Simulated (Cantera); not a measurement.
Source: NASA polynomial tables (part measured, part estimated), evaluated in Cantera. Values are per mole of reaction as written; species without (g) are pure solids or liquids, kept so even where they would boil at 1 bar. TaC: taken at fixed stoichiometry.

O3(g) + Ta2O5 + 2 CH4(g) = 4 H2O2(g) + 2 TaC

```csv
T (K),ΔH° (kJ),ΔS° (J/K),ΔG° (kJ),log10 K
1523,___,___,___,___
1573,1186.0,234.5,817.2,-27.13
1623,1183.7,233.1,805.5,-25.92
1673,1181.4,231.7,793.8,-24.79
1723,1179.0,230.3,782.3,-23.72
1773,1176.6,228.9,770.8,-22.71
1823,___,___,___,___
1873,1171.6,226.1,748.1,-20.86
1923,1169.0,224.8,736.8,-20.01
1973,1166.3,223.4,725.6,-19.21
2023,1163.6,222.0,714.5,-18.45
```

Question: Complete the blanks.

Answer: 
- 1523, ΔH° (kJ): 1188.2
- 1523, ΔS° (J/K): 235.9
- 1523, ΔG° (kJ): 828.9
- 1523, log10 K: -28.43
- 1823, ΔH° (kJ): 1174.1
- 1823, ΔS° (J/K): 227.5
- 1823, ΔG° (kJ): 759.4
- 1823, log10 K: -21.76
